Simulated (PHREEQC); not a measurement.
# Buffer

Make-up at 25 °C: 0.16 mol/kgw NaHCO3, 0.0006 mol/kgw Na2SO4 and 0.0032 mol/kgw KCl. Closed to the air; pH follows from the charge balance.

The numbers come from PHREEQC with the ion-association model, phreeqc.dat.

Each row changes one thing in this solution. No solid was allowed to form.

| case | pH | ionic strength (mol/kgw) | Na+ (mol/kgw) | SI of Halite (NaCl) | SI of Sylvite (KCl) |
|---|---|---|---|---|---|
| as made | 7.95 | 0.158 | 0.153 | -5.14 | -6.16 |
| temperature from 25 to 60 °C | 7.60 | 0.156 | (withheld) | -5.18 | -6.34 |
| Na2SO4 from 0.0006 to 0.00012 mol/kgw | 7.95 | 0.157 | 0.152 | -5.14 | -6.16 |
| Na2SO4 left out | 7.95 | 0.156 | 0.152 | -5.14 | -6.16 |
| NaHCO3 replaced by NaOH at the same molality | 13.06 | 0.165 | 0.161 | -5.12 | -6.17 |
| NaHCO3 replaced by Na3PO4 at the same molality | (withheld) | 0.918 | (withheld) | (withheld) | -6.32 |
| NaHCO3 left out | 7.00 | 0.00498 | 0.00120 | -7.05 | (withheld) |
| KCl from 0.0032 to 0.00064 mol/kgw | 7.95 | 0.155 | 0.153 | -5.83 | -7.56 |

**Question.** What belongs in the gaps?

**Answer.** 
- temperature from 25 to 60 °C, Na+ (mol/kgw): 0.151
- NaHCO3 replaced by Na3PO4 at the same molality, pH: 12.07
- NaHCO3 replaced by Na3PO4 at the same molality, Na+ (mol/kgw): 0.478
- NaHCO3 replaced by Na3PO4 at the same molality, SI of Halite (NaCl): -4.74
- NaHCO3 left out, SI of Sylvite (KCl): -5.96

The ionic strength passes 0.7 mol/kgw, the rough limit of the ion-association models, in NaHCO3 replaced by Na3PO4 at the same molality. Away from 25 °C the constants follow the database's enthalpies or fits; those with neither stay at their 25 °C values.
